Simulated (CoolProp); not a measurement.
n-heptane along the isotherm 600 K: fugacity coefficient from the reference equation and from simpler models built on Tc = 541.2 K, pc = 2.774 MPa, ω = 0.349; each cubic takes its own stable root.

Model: reference Helmholtz-energy equation of state, Span 2003, in CoolProp. It is a short technical equation, of lower accuracy than the large ones.

```json
[
 {"p (MPa)": "0.277", "phase": "gas", "reference": "0.9761"},
 {"p (MPa)": "0.555", "phase": "gas", "reference": "0.9524"},
 {"p (MPa)": "0.832", "phase": "gas", "reference": "0.9290"},
 {"p (MPa)": "1.11", "phase": "gas", "reference": "0.9057"},
 {"p (MPa)": "1.39", "phase": "gas", "reference": "0.8824"},
 {"p (MPa)": "1.66", "phase": "gas", "reference": "0.8602"},
 {"p (MPa)": "1.94", "phase": "gas", "reference": "0.8374"},
 {"p (MPa)": "2.22", "phase": "gas", "reference": "0.8147"},
 {"p (MPa)": "2.5", "phase": "gas", "reference": "0.7922"},
 {"p (MPa)": "2.77", "phase": "gas", "reference": "0.7708"},
 {"p (MPa)": "3.05", "phase": "supercritical", "reference": "0.7487"},
 {"p (MPa)": "3.33", "phase": "supercritical", "reference": "0.7269"},
 {"p (MPa)": "3.61", "phase": "supercritical", "reference": "0.7054"},
 {"p (MPa)": "3.88", "phase": "supercritical", "reference": "0.6849"},
 {"p (MPa)": "4.16", "phase": "supercritical", "reference": "0.6640"}
]
```

Question: How far does each simpler model (van der Waals, Redlich-Kwong, Peng-Robinson) lie from the reference over these 15 states: mean and median of the absolute difference, and the worst?

Answer: 
- van der Waals: mean 0.4 %, median 0.4 %, worst -1.5 % at 600 K and 4.16 MPa
- Redlich-Kwong: mean 1.0 %, median 0.9 %, worst -2.0 % at 600 K and 4.16 MPa
- Peng-Robinson: mean 1.4 %, median 1.6 %, worst -1.9 % at 600 K and 3.33 MPa
